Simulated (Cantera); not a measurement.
An adiabatic, constant-pressure homogeneous reactor starts with 2.63 % CH₄, 0.762 % C₂H₆, 1.10 % C₃H₈, 19.8 % O₂, 74.4 % N₂, 1.34 % H₂, at 1050 K and 71000 Pa.

Detailed kinetics in Cantera: GRI-Mech 3.0 (53 species, 325 reactions). GRI-Mech 3.0 was tuned for natural gas; its chemistry of propane as a main component is partial and can be far from experiment.

Predict: time of steepest temperature rise; temperature at 1.00 s; equilibrium temperature; x(NO₂) at 1.00 s.


```
Quantity                                                            Result
---------------------------------  ---------------------------------------
time of steepest temperature rise                                  19.3 ms
temperature at 1.00 s                                               2385 K
equilibrium temperature                                             2385 K
x(NO₂) at 1.00 s                   3.81e-6 (gas-phase equilibrium 3.81e-6)
```
